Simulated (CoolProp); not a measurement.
Properties of decamethylcyclopentasiloxane (D5) along the isobar 8.61 bar.

Values from CoolProp's reference Helmholtz-energy equation of state, Thol 2019.

```
T (K)   phase  speed of sound (m/s)  isothermal compressibility (1/MPa)
-----  ------  --------------------  ----------------------------------
415.2  liquid                 598.6                            0.003844
440.8  liquid                 533.9                                   ?
466.4  liquid                 470.6                            0.006643
492    liquid                 408.1                            0.009208
517.6  liquid                 345.3                                   ?
543.2  liquid                     ?                             0.02182
568.8  liquid                 211.9                             0.04219
594.4  liquid                     ?                              0.1368
620       gas                 70.07                                   ?
```

Problem. What belongs in the gaps?

Solution. 
- 440.8, isothermal compressibility (1/MPa): 0.004983
- 517.6, isothermal compressibility (1/MPa): 0.01352
- 543.2, speed of sound (m/s): 280.9
- 594.4, speed of sound (m/s): 129.7
- 620, isothermal compressibility (1/MPa): 2.261
